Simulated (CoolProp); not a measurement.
A single-stage vapour-compression cycle with the fluid: evaporating at 326.15 K (dew point), condensing at 394.15 K (bubble point), superheat 10 K, subcooling 0 K, compressor efficiency 0.9, no pressure losses. The same conditions are run with several fluids, on thermodynamics alone (safety and materials aside).

Computed with CoolProp (reference Helmholtz-energy equation of state of each fluid (n-pentane: Thol 2019; R141b: Lemmon 2006; R245ca: Zhou 2016; water: Wagner 2002; R11: Jacobsen 1992; tetrahydrofuran: Fiedler 2023)).

**Question.** Rank n-pentane, R141b, R245ca, water, R11, tetrahydrofuran by cooling COP, highest first.

**Answer.** tetrahydrofuran (3.46), water (3.29), R11 (3.18), R141b (3.14), n-pentane (2.74), R245ca (2.63)

```csv
fluid,pressure ratio,discharge temperature (K),refrigerating effect (kJ/kg),volumetric capacity (kJ/m³)
n-pentane,5.30,394.2,181,867
R141b,5.26,401.0,134,1190
R245ca,5.54,394.1,94.4,1290
water,14.3,663.1,2110,195
R11,4.89,408.5,110,1490
tetrahydrofuran,6.96,406.8,303,521
```

The compression ends wet for: n-pentane; R245ca.
